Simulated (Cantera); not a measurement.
An isothermal, constant-pressure homogeneous reactor starts with 2.44 % C₂H₆, 97.6 % N₂, at 1498 K and 0.00320 bar.

Computed with Cantera and GRI-Mech 3.0 (53 species, 325 reactions). GRI-Mech 3.0 stops at C3 and has no aromatics, soot or wall deposition, so with more carbon than oxygen in the feed, carbon stays in small species such as C2H2 where larger ones or solid carbon would form. Radical loss at walls, strong at low pressure, is not modelled.

Task: Predict: x(C₂H₆) at 300 s; x(H₂) at 300 s; x(C₂H) at 300 s; x(C₂H₂) at 300 s; x(CH₃) at 300 s; x(C₂H₄) at 300 s.

Result: 
```
Property                                           Result
----------------  ---------------------------------------
x(C₂H₆) at 300 s   3.48e-9 (gas-phase equilibrium <1e-12)
x(H₂) at 300 s      0.0460 (gas-phase equilibrium 0.0465)
x(C₂H) at 300 s   5.38e-8 (gas-phase equilibrium 1.48e-8)
x(C₂H₂) at 300 s   0.0231 (gas-phase equilibrium 0.00560)
x(CH₃) at 300 s   8.06e-6 (gas-phase equilibrium 5.96e-8)
x(C₂H₄) at 300 s  1.21e-6 (gas-phase equilibrium 2.40e-7)
```
